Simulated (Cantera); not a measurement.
A closed system holds: 1 mol BF3, 0.76 mol NH3, 0.13 mol N2, at 160 Pa.

These are equilibrium values from Cantera (NASA tables, ideal gas, pure condensed phases), not measurements of a reactor. Candidate condensed phases: B, BN; 31 gas species. The tables' values for BF2 are old estimates; treat these amounts as uncertain. Rates play no part. All values below are at 1200 K.

Base state: H2 0.418, BF3 0.369, N2 0.189, HF 0.0234, BHF2 0.000435, BF2 6.13e-5 (mole fractions); condensed: BN(s).

Problem. What changes in the equilibrium state with this change: BF3 replaced by B2H6?

Solution. 
| species | before | after |
|---|---|---|
| H2 | 0.418 | 1.000 |
| BF3 | 0.369 | 0 |
| N2 | 0.189 | <1e-9 |
| HF | 0.0234 | 0 |
| BHF2 | 0.000435 | 0 |
| BF2 | 6.13e-5 | 0 |
| BN(s), mol | 0.0202 | 1.02 |
| B(s), mol | 0 | 0.980 |
The feed counts by its element totals alone. Mutual solubility and eutectic melting of coexisting phases are not modelled.
